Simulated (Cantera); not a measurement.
Charge: 1 mol B2O3, 19 mol H2, at 13.3 mbar.

Equilibrium computed with Cantera from the NASA thermochemical tables; the gas is ideal and each condensed phase is pure. Candidate condensed phases: B, B2O3, B3O3H3, H2O; 23 gas species. Kinetics and transport are ignored.

Task: At 1675 K, list the 5 most abundant gas species with their mole fractions, and the condensed phases.

Result: H2 0.924, HBO2 0.0249, B2O3 0.0236, HBO 0.0222, B2O2 0.00260. Condensed: gas only.
